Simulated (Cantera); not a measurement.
An adiabatic, constant-pressure homogeneous reactor starts with CH4 : O2 : N2 = 1 : 1.18 : 4.42 (molar parts), at 1248 K and 3900 Torr. Integrator tolerance rtol = 1e-08.

Cantera simulation using GRI-Mech 3.0 (53 species, 325 reactions); the numbers are that mechanism's predictions, not measurements.

| quantity | before | after |
|---|---|---|
| time of steepest temperature rise | 6.96 ms | 6.49 ms |
| temperature at 2.00 s | 2508 K | 2817 K |
| equilibrium temperature | 2508 K | 2817 K |
| x(CH4) at 2.00 s | 7.77e-11 (gas-phase equilibrium 8.76e-11) | 1.60e-10 (gas-phase equilibrium 1.80e-10) |
| x(O2) at 2.00 s | 1.50e-5 (gas-phase equilibrium 1.50e-5) | 8.59e-5 (gas-phase equilibrium 8.59e-5) |
| x(NO) at 2.00 s | 0.000172 (gas-phase equilibrium 0.000172) | 0.000662 (gas-phase equilibrium 0.000662) |
| x(O) at 2.00 s | 2.57e-5 (gas-phase equilibrium 2.57e-5) | 0.000148 (gas-phase equilibrium 0.000148) |
| x(N2O) at 2.00 s | 1.89e-8 (gas-phase equilibrium 1.89e-8) | 1.17e-7 (gas-phase equilibrium 1.17e-7) |
| x(H2) at 2.00 s | 0.110 (gas-phase equilibrium 0.110) | 0.107 (gas-phase equilibrium 0.107) |
| x(C2H2) at 2.00 s | <1e-12 (gas-phase equilibrium <1e-12) | <1e-12 (gas-phase equilibrium <1e-12) |

Question: Which change was made?
A) constant volume in place of constant pressure
B) initial temperature 1248 to 1325 K
C) initial temperature 1248 to 1073 K
D) pressure from 3900 Torr to 11300 Torr

Answer: A, constant volume in place of constant pressure
